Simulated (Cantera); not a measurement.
A Cantera script and what it prints.

```python
import numpy as np
import cantera as ct

gas_names = """
    H HO2 H2 H2O H2O2 O OH O2 O3 Si SiH SiH2 SiH3 SiH4 SiO SiO2 Si2 Si3
""".split()
cond_names = """
    H2O(s) H2O(L) Si(cr) Si(L) SiO2(Lqz) SiO2(hqz) SiO2(L)
""".split()


# ... load() reads the species with a 1 bar reference pressure and builds the phases ...
atoms = {
    'Si': {'Si': 1},
    'H2O': {'H': 2, 'O': 1},
    'H2': {'H': 2},
}
top_T = {}  # K; cautious upper limits of use, not melting points


# ... equilibrate(T, P, feed) seeds the gas with the atoms and calls Mixture.equilibrate('TP', solver="vcs", rtol=1e-11, max_steps=5000) ...
results = []
feed = {'Si': 1, 'H2O': 0.98, 'H2': 250}  # mol
P = 1.9  # Pa
for T in [1025, 1075, 1125, 1175, 1225, 1275, 1325, 1375, 1425, 1475, 1525, 1575]:
    mix = equilibrate(T, P, feed)
    results.append((T, P, feed, dict(zip(mix.species_names, mix.species_moles))))
    x = sorted(zip(gas.X, gas.species_names), reverse=True)
    print(f"T = {T:g} K  P = {P:g} Pa  gas = {mix.phase_moles(0):.4g} mol")
    print("   x: " + "  ".join(f"{s} {v:.3e}" for v, s in x if v > 0.0001))
    print("   condensed (mol): " + ("  ".join(f"{mix.phase(i).name} {mix.phase_moles(i):.4g}"
          for i in range(1, mix.n_phases) if mix.phase_moles(i) > 1e-12) or "none"))
```

Result:

```
T = 1025 K  P = 1.9 Pa  gas = 251 mol
   x: H2 9.999e-01
   condensed (mol): Si(cr) 0.5005  SiO2(hqz) 0.4805
T = 1075 K  P = 1.9 Pa  gas = 251.1 mol
   x: H2 9.995e-01  SiO 5.030e-04
   condensed (mol): Si(cr) 0.4468  SiO2(hqz) 0.4268
T = 1125 K  P = 1.9 Pa  gas = 251.7 mol
   x: H2 9.972e-01  SiO 2.811e-03
   condensed (mol): Si(cr) 0.1563  SiO2(hqz) 0.1363
T = 1175 K  P = 1.9 Pa  gas = 252 mol
   x: H2 9.961e-01  SiO 3.889e-03
   condensed (mol): Si(cr) 0.01999
T = 1225 K  P = 1.9 Pa  gas = 252 mol
   x: H2 9.960e-01  SiO 3.889e-03
   condensed (mol): Si(cr) 0.01995
T = 1275 K  P = 1.9 Pa  gas = 252 mol
   x: H2 9.959e-01  SiO 3.889e-03  H 1.688e-04
   condensed (mol): Si(cr) 0.01972
T = 1325 K  P = 1.9 Pa  gas = 252 mol
   x: H2 9.957e-01  SiO 3.889e-03  H 3.744e-04
   condensed (mol): Si(cr) 0.01868
T = 1375 K  P = 1.9 Pa  gas = 252.1 mol
   x: H2 9.953e-01  SiO 3.888e-03  H 7.843e-04
   condensed (mol): Si(cr) 0.01435
T = 1425 K  P = 1.9 Pa  gas = 252.2 mol
   x: H2 9.945e-01  SiO 3.886e-03  H 1.561e-03
   condensed (mol): none
T = 1475 K  P = 1.9 Pa  gas = 252.4 mol
   x: H2 9.931e-01  SiO 3.883e-03  H 2.965e-03
   condensed (mol): none
T = 1525 K  P = 1.9 Pa  gas = 252.7 mol
   x: H2 9.906e-01  H 5.402e-03  SiO 3.879e-03
   condensed (mol): none
T = 1575 K  P = 1.9 Pa  gas = 253.2 mol
   x: H2 9.866e-01  H 9.470e-03  SiO 3.871e-03
   condensed (mol): none
```

Cantera equilibrium calculation (NASA polynomials, part measured and part estimated; ideal gas, pure solids and liquids). Mutual solubility and eutectic melting of coexisting phases are not modelled.
